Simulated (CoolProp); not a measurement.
Vapour-liquid equilibrium of acetone (1) + n-nonane (2) at 0.0287 MPa; x and y are mole fractions of (1).

Computed with CoolProp (multi-fluid Helmholtz-energy mixture model, Lemmon 2006 and Lemmon 2006; pair parameters Bell 2016).

Question: Give the bubble temperature and the first vapour's composition at x = 0.05, 0.75, 0.95. Is there an azeotrope?

Answer: x = 0.05: 64.7 °C, y = 0.831; x = 0.75: 26.9 °C, y = 0.982; x = 0.95: 24.4 °C, y = 0.994. No azeotrope shows between x = 0.05 and 0.95.

Pair parameters are fitted to limited data, so mixtures are less certain than the pure fluids. With so large a gap from Raoult's law the liquid may split in two, which this calculation doesn't test in full.
